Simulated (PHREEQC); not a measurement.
**Nickel, zinc or cadmium bath: speciation**

Make-up at 25 °C: 0.017 mol ZnSO4, 0.0027 mol Na2SO4 and 0.017 mol FeSO4 per kg of water. Closed to the air; pH follows from the charge balance.

Model: ion-association model, wateq4f.dat, run in PHREEQC.

Each row changes one thing in this solution. No solid was allowed to form.

```tsv
case	pH	ionic strength (mol/kgw)	SO4-2 (mol/kgw)	Zn+2 (mol/kgw)	Zn(SO4)2-2 (mol/kgw)	ZnOH+ (mol/kgw)	SI of Zincite(c) (ZnO)	SI of Goslarite (ZnSO4:7H2O)
as made	5.76	0.0858	0.0208	0.00886	0.00120	2.92e-6	-2.06	-2.56
FeSO4 replaced by CdSO4 at the same molality	5.77	0.0794	0.0180	0.00935	0.00100	3.25e-6	-2.00	-2.58
FeSO4 from 0.017 to 0.034 mol/kgw	5.77	0.122	0.0292	0.00812	0.00173	2.58e-6	-2.11	-2.55
temperature from 25 to 50 °C	5.45	0.0796	0.0195	0.00865	0.00100	8.06e-6	-1.45	-2.80
Na2SO4 from 0.0027 to 0.00297 mol/kgw	5.76	0.0863	0.0210	0.00883	0.00122	2.92e-6	-2.06	-2.56
Na2SO4 left out	5.74	0.0800	0.0189	0.00913	0.00107	2.94e-6	-2.07	-2.57
```

At this temperature some constants are extrapolated from 25 °C, and those without enthalpy data are left unchanged.
